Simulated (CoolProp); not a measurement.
The numbers come from the reference Helmholtz-energy equation of state, Leachman 2009 in CoolProp.

**Question.** For normal hydrogen, give the phase and the Joule-Thomson coefficient (K/MPa), viscosity (µPa s) at 97.4 K and 10.7 bar; 163.9 K and 10.7 bar; 197.2 K and 10.7 bar.

**Answer.** 
- 97.4 K and 10.7 bar: gas; Joule-Thomson coefficient 1.32, viscosity 4.10
- 163.9 K and 10.7 bar: gas; Joule-Thomson coefficient 0.218, viscosity 5.90
- 197.2 K and 10.7 bar: gas; Joule-Thomson coefficient 0.00282, viscosity 6.70

Viscosity comes from a separate model (Muzny 2013).
